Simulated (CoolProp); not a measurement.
Vapour-liquid equilibrium of n-butane (1) + cyclohexane (2) at 159 kPa; x and y are mole fractions of (1).

The numbers come from the multi-fluid Helmholtz-energy mixture model, Bücker 2006 and Zhou 2014; pair parameters Bell 2016 in CoolProp.

```
x     bubble temperature, mixture model (K)  bubble temperature, Raoult's law (K)  y, mixture model  y, Raoult's law
----  -------------------------------------  ------------------------------------  ----------------  ---------------
0.05                                  360.3                                 356.6             0.259            0.343
0.15                                  343.1                                 337.8             0.602            0.674
0.25                             (withheld)                                 325.0             0.782            0.817
0.35                                  317.9                                 315.5        (withheld)            0.889
0.45                             (withheld)                                 308.2             0.926            0.930
0.55                                  302.8                                 302.3             0.954            0.956
0.65                                  297.5                                 297.4             0.972            0.972
0.75                                  293.3                                 293.3             0.983            0.984
0.85                                  289.8                                 289.7             0.991            0.992
0.95                                  286.6                                 286.6             0.997            0.998
```

**Question.** Complete the blanks.

**Answer.** 
- 0.25, bubble temperature, mixture model (K): 329.0
- 0.35, y, mixture model: 0.876
- 0.45, bubble temperature, mixture model (K): 309.4

The largest gap from Raoult's law is +5.3 K in bubble temperature, at x = 0.15. No azeotrope shows between x = 0.05 and 0.95.

The pair parameters rest on a limited set of measurements; away from them the model extrapolates.
